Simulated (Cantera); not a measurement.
A Cantera script and what it prints.

```python
import numpy as np
import cantera as ct

gas_names = """
    Ca CaF CaF2 CaO CaOH CaO2H2 Ca2 F FO FO2 F2 F2O H HF HOF HO2 H2 H2F2 H2O H2O2 H3F3 H4F4 H5F5 H6F6
    H7F7 O OH O2 O3
""".split()
cond_names = """
    Ca(a) Ca(b) Ca(L) CaF2(a) CaF2(b) CaF2(L) CaO(s) CaO(L) CaO2H2(s) H2O(s) H2O(L)
""".split()


# ... load() reads the species with a 1 bar reference pressure and builds the phases ...
atoms = {
    'CaF2': {'Ca': 1, 'F': 2},
    'H2': {'H': 2},
    'H2O': {'H': 2, 'O': 1},
}
top_T = {}  # K; cautious upper limits of use, not melting points


# ... equilibrate(T, P, feed) seeds the gas with the atoms and calls Mixture.equilibrate('TP', solver="vcs", rtol=1e-11, max_steps=5000) ...
results = []
feed = {'CaF2': 1, 'H2': 1.7, 'H2O': 0.4}  # mol
P = 100000  # Pa
for T in [1525, 1550, 1575, 1600, 1625, 1650, 1675, 1700, 1725, 1750, 1775, 1800, 1825, 1850]:
    mix = equilibrate(T, P, feed)
    results.append((T, P, feed, dict(zip(mix.species_names, mix.species_moles))))

top = {s: max(r[3][s] / sum(r[3][g] for g in gas_names) for r in results) for s in gas_names}
cols = sorted((s for s in top if top[s] > 1e-05), key=lambda s: -top[s])[:8]
seen = [c for c in cond_names if any(r[3].get(c, 0) > 1e-12 for r in results)]
print("log10 of partial pressures in bar; condensed amounts in mol")
print(f"{'T/K':>10s}" + "".join(f"{s[:9]:>10s}" for s in cols + seen))
for T, P, feed, n in results:
    ng = sum(n[g] for g in gas_names)
    print(f"{T:10.4g}" + "".join(f"{np.log10(max(n[s] / ng * P / 1e5, 1e-99)):10.3f}" for s in cols)
          + "".join(f"{n.get(c, 0):10.4g}" for c in seen))
```

Result:

```
log10 of partial pressures in bar; condensed amounts in mol
       T/K        H2       H2O        HF      CaF2         H   CaF2(b)   CaF2(L)    CaO(s)
      1525    -0.093    -0.731    -2.103    -5.434    -4.673    0.9917         0  0.008312
      1550    -0.094    -0.733    -2.032    -5.216    -4.549    0.9902         0  0.009799
      1575    -0.094    -0.735    -1.964    -5.005    -4.428    0.9885         0   0.01148
      1600    -0.095    -0.738    -1.898    -4.802    -4.312    0.9866         0   0.01337
      1625    -0.095    -0.741    -1.835    -4.606    -4.199    0.9845         0   0.01548
      1650    -0.095    -0.744    -1.774    -4.417    -4.089    0.9821         0   0.01782
      1675    -0.096    -0.747    -1.715    -4.234    -3.983    0.9795         0   0.02041
      1700    -0.097    -0.751    -1.662    -4.062    -3.880         0    0.9767   0.02314
      1725    -0.097    -0.755    -1.614    -3.904    -3.780         0    0.9739   0.02586
      1750    -0.098    -0.759    -1.568    -3.752    -3.682         0    0.9708    0.0288
      1775    -0.099    -0.763    -1.523    -3.603    -3.588         0    0.9675   0.03195
      1800    -0.099    -0.768    -1.481    -3.460    -3.496         0    0.9639   0.03532
      1825    -0.100    -0.773    -1.439    -3.321    -3.406         0    0.9601   0.03891
      1850    -0.101    -0.778    -1.400    -3.186    -3.319         0    0.9559   0.04272
```

Equilibrium computed with Cantera from the NASA thermochemical tables; the gas is ideal and each condensed phase is pure. Mutual solubility and eutectic melting of coexisting phases are not modelled.
